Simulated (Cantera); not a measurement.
Charge: 1 mol Si3N4, 0.19 mol O2, equilibrated at 1648 K and 0.150 bar.

Cantera equilibrium calculation (NASA polynomials, part measured and part estimated; ideal gas, pure solids and liquids). Candidate condensed phases: Si, SiO2, Si2N2O, Si3N4; 16 gas species. Mutual solubility and eutectic melting of coexisting phases are not modelled. Equilibrium is a limit: real reactors are often held back by kinetics, nucleation or transport.

Base state: N2 1.000, SiO 2.49e-5 (mole fractions); condensed: Si2N2O(s) + Si3N4(s).

What changes in the equilibrium state with this change: temperature from 1648 K to 1850 K?


| species | before | after |
|---|---|---|
| N2 | 1.000 | 0.998 |
| SiO | 2.49e-5 | 0.00238 |
| Si | 4.65e-8 | 1.10e-5 |
| Si2N2O(s), mol | 0.380 | 0.380 |
| Si3N4(s), mol | 0.747 | 0.747 |
